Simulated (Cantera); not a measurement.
Hydrocarbon pyrolysis for carbon deposition

An isothermal, constant-pressure homogeneous reactor starts with 1.43 % C₂H₆, 98.6 % N₂, at 1425 K and 20.0 Torr.

Model: GRI-Mech 3.0 (53 species, 325 reactions), integrated in Cantera. GRI-Mech 3.0 stops at C3 and has no aromatics, soot or wall deposition, so with more carbon than oxygen in the feed, carbon stays in small species such as C2H2 where larger ones or solid carbon would form. Radical loss at walls, strong at low pressure, is not modelled.

```json
[
 {"t (s)": "1.00e-6", "x C₂H₆": "0.0143", "x C₂H₄": "2.28e-12", "x H": "2.37e-10", "x HCN": "<1e-12", "x CH₄": "5.24e-11", "x CH₃": "6.89e-7"},
 {"t (s)": "4.64e-6", "x C₂H₆": "0.0143", "x C₂H₄": "7.16e-11", "x H": "1.11e-9", "x HCN": "<1e-12", "x CH₄": "1.13e-9", "x CH₃": "3.20e-6"},
 {"t (s)": "2.15e-5", "x C₂H₆": "0.0143", "x C₂H₄": "3.65e-9", "x H": "7.21e-9", "x HCN": "<1e-12", "x CH₄": "2.42e-8", "x CH₃": "1.48e-5"},
 {"t (s)": "0.000100", "x C₂H₆": "0.0143", "x C₂H₄": "2.53e-7", "x H": "1.61e-7", "x HCN": "<1e-12", "x CH₄": "5.19e-7", "x CH₃": "6.83e-5"},
 {"t (s)": "0.000464", "x C₂H₆": "0.0141", "x C₂H₄": "2.12e-5", "x H": "4.71e-6", "x HCN": "2.51e-11", "x CH₄": "1.09e-5", "x CH₃": "0.000303"},
 {"t (s)": "0.00215", "x C₂H₆": "0.0124", "x C₂H₄": "0.00118", "x H": "4.64e-5", "x HCN": "6.79e-8", "x CH₄": "0.000205", "x CH₃": "0.00108"},
 {"t (s)": "0.0100", "x C₂H₆": "0.00359", "x C₂H₄": "0.00752", "x H": "9.39e-5", "x HCN": "5.65e-7", "x CH₄": "0.00207", "x CH₃": "0.00104"},
 {"t (s)": "0.0464", "x C₂H₆": "4.23e-5", "x C₂H₄": "0.00445", "x H": "4.24e-5", "x HCN": "9.70e-7", "x CH₄": "0.00326", "x CH₃": "0.000143"},
 {"t (s)": "0.215", "x C₂H₆": "2.47e-6", "x C₂H₄": "0.00138", "x H": "1.15e-5", "x HCN": "9.92e-7", "x CH₄": "0.00321", "x CH₃": "3.35e-5"},
 {"t (s)": "1.00", "x C₂H₆": "5.17e-7", "x C₂H₄": "0.000175", "x H": "5.13e-6", "x HCN": "9.93e-7", "x CH₄": "0.00316", "x CH₃": "1.41e-5"},
 {"t (s)": "4.64", "x C₂H₆": "3.57e-7", "x C₂H₄": "1.18e-5", "x H": "4.41e-6", "x HCN": "9.96e-7", "x CH₄": "0.00306", "x CH₃": "1.16e-5"},
 {"t (s)": "21.5", "x C₂H₆": "2.81e-7", "x C₂H₄": "1.03e-5", "x H": "4.62e-6", "x HCN": "1.01e-6", "x CH₄": "0.00267", "x CH₃": "1.04e-5"},
 {"t (s)": "100", "x C₂H₆": "1.14e-7", "x C₂H₄": "7.56e-6", "x H": "5.33e-6", "x HCN": "1.05e-6", "x CH₄": "0.00160", "x CH₃": "6.71e-6"}
]
```
x: mole fraction; the columns are a selection and need not sum to one.

Equilibrium at this temperature and pressure: C₂H₆ 1.37e-11, C₂H₄ 1.17e-6, H 7.01e-6, HCN 0.0227, CH₄ 1.23e-5, CH₃ 6.26e-8 (gas phase only).
